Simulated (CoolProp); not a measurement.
The numbers come from the reference Helmholtz-energy equation of state, Lemmon 2003 in CoolProp. It is a pseudo-pure fit of the blend.

Q: For R407C, give the phase and the cp (kJ/(kg K)), Prandtl number at 70.15 °C and 47.9 bar; 89.25 °C and 47.9 bar; 98.75 °C and 47.9 bar.

A: 
- 70.15 °C and 47.9 bar: liquid; cp 2.01, Prandtl number 2.74
- 89.25 °C and 47.9 bar: supercritical; cp 8.73, Prandtl number 7.75
- 98.75 °C and 47.9 bar: supercritical; cp 2.38, Prandtl number 2.00

Viscosity comes from a separate model (Geller 2000). Thermal conductivity comes from a separate model (Geller 2001).
